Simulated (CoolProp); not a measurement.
1-butene along the isobar 5.93 bar: density (kg/m³) from the reference equation and from simpler models built on Tc = 419.3 K, pc = 40.06 bar, ω = 0.192; each cubic takes its own stable root.

Model: reference Helmholtz-energy equation of state, Lemmon 2005, in CoolProp. It is a short technical equation, of lower accuracy than the large ones.

```json
[
 {"T (K)": "318.9", "phase": "liquid", "reference": "561.2"},
 {"T (K)": "335", "phase": "gas", "reference": "13.57"},
 {"T (K)": "351.1", "phase": "gas", "reference": "12.66"},
 {"T (K)": "367.1", "phase": "gas", "reference": "11.91"},
 {"T (K)": "383.2", "phase": "gas", "reference": "11.26"},
 {"T (K)": "399.3", "phase": "gas", "reference": "10.70"},
 {"T (K)": "415.3", "phase": "gas", "reference": "10.20"},
 {"T (K)": "431.4", "phase": "gas", "reference": "9.748"},
 {"T (K)": "447.5", "phase": "gas", "reference": "9.341"},
 {"T (K)": "463.5", "phase": "gas", "reference": "8.973"},
 {"T (K)": "479.6", "phase": "gas", "reference": "8.635"}
]
```

Q: How far does each simpler model (van der Waals, Redlich-Kwong, Soave-Redlich-Kwong, Peng-Robinson) lie from the reference over these 11 states: mean and median of the absolute difference, and the worst?

A: 
- van der Waals: mean 10.2 %, median 1.2 %, worst -97.5 % at 318.9 K and 5.93 bar
- Redlich-Kwong: mean 9.3 %, median 0.3 %, worst -97.5 % at 318.9 K and 5.93 bar
- Soave-Redlich-Kwong: mean 1.1 %, median 0.2 %, worst -8.5 % at 318.9 K and 5.93 bar
- Peng-Robinson: mean 0.7 %, median 0.4 %, worst +3.7 % at 318.9 K and 5.93 bar

At some of these states van der Waals, Redlich-Kwong gives the other phase, because its saturation line lies elsewhere.
